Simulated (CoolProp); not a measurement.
Carbon monoxide along the isobar 2.98 MPa: fugacity coefficient from the reference equation and from simpler models built on Tc = 132.9 K, pc = 3.498 MPa, ω = 0.050; each cubic takes its own stable root.

Model: reference Helmholtz-energy equation of state, Lemmon 2006, in CoolProp. It is a short technical equation, of lower accuracy than the large ones.

```csv
T (K),phase,reference,van der Waals,Soave-Redlich-Kwong,Peng-Robinson
132.6,gas,0.7202,0.7445,0.7169,0.6952
142.3,gas,0.7769,0.7882,0.7744,0.7524
152,gas,0.8183,0.8216,0.8172,0.7955
161.6,gas,0.8500,0.8480,0.8504,0.8292
171.3,gas,0.8756,0.8697,0.8772,0.8566
180.9,gas,0.8960,0.8875,0.8987,0.8789
190.6,gas,0.9130,0.9025,0.9165,0.8975
200.3,gas,0.9270,0.9152,0.9312,0.9130
209.9,gas,0.9387,0.9258,0.9433,0.9259
219.6,gas,0.9486,0.9351,0.9536,0.9370
229.3,gas,0.9570,0.9431,0.9623,0.9464
238.9,gas,0.9640,0.9500,0.9696,0.9544
248.6,gas,0.9702,0.9560,0.9758,0.9613
258.3,gas,0.9755,0.9613,0.9812,0.9673
267.9,gas,0.9800,0.9659,0.9857,0.9725
277.6,gas,0.9840,0.9700,0.9897,0.9770
```
